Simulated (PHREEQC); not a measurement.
0.02 g of hydrous ferric oxide (600 m²/g; 0.2 weak and 0.005 strong sites per Fe, Dzombak-Morel constants, diffuse double layer) in 1 kg of water with 0.01 mol/kgw of an inert sodium salt and 5.5e-07 mol SrCl2 and 8.9e-08 mol NiCl2, at 25 °C; the pH is set by adding NaOH or the inert anion's acid. Oxygen is held at 0.21 atm. CO2 from the air is kept out. Nothing may precipitate in this run.

The series has 17 steps of pH, from 4 to 10.

All values are PHREEQC results (ion-association model, wateq4f.dat), not measurements.

**Question.** Near which pH is half of the Sr sorbed, and on which side is more sorbed?

**Answer.** Near pH 8.9, with more sorbed at higher pH.

**Question.** Near which pH is half of the Ni sorbed, and on which side is more sorbed?

**Answer.** Near pH 6.9, with more sorbed at higher pH.

Species that the database lacks are ignored.
